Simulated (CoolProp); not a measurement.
Vapour-liquid equilibrium of R125 (1) + R143a (2) at 5 bar; x and y are mole fractions of (1).

Values from CoolProp's multi-fluid Helmholtz-energy mixture model, Lemmon 2005 and Lemmon and Jacobsen 2000; pair parameters Lemmon 2004.

### Question
Give the bubble temperature and the first vapour's composition at x = 0.2, 0.5, 0.65. Is there an azeotrope?

### Answer
x = 0.2: 266.5 K, y = 0.201; x = 0.5: 266.1 K, y = 0.516; x = 0.65: 265.7 K, y = 0.670. y crosses x between x = 0.05 and 0.2: the model has an azeotrope there.

Pair parameters are fitted to limited data, so mixtures are less certain than the pure fluids.
